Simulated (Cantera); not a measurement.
Cantera with NASA thermochemical tables; ideal gases at 1 bar, condensed phases pure. Values are per mole of reaction as written; species without (g) are pure solids or liquids, kept so even where they would boil at 1 bar.

Ta2O5 + 5 N2(g) ⇌ 2 Ta + 5 N2O(g), with ΔH° = 2453.9 kJ and ΔS° = 81.5 J/K at 300 K.

Q: How far is the shortcut ΔG° ≈ ΔH°(300 K) − T·ΔS°(300 K) from the full temperature-dependent value at 1550, 1600, 1650, 1700, 1750 K?

A: 
| T (K) | shortcut (kJ) | full (kJ) | difference (kJ) | difference in log10 K |
|---|---|---|---|---|
| 1550 | 2327.5 | 2356.9 | -29.4 | 0.99 |
| 1600 | 2323.5 | 2354.5 | -31.0 | 1.01 |
| 1650 | 2319.4 | 2352.1 | -32.7 | 1.04 |
| 1700 | 2315.3 | 2349.7 | -34.4 | 1.06 |
| 1750 | 2311.2 | 2347.3 | -36.1 | 1.08 |
The shortcut ignores the heat-capacity change of the reaction.
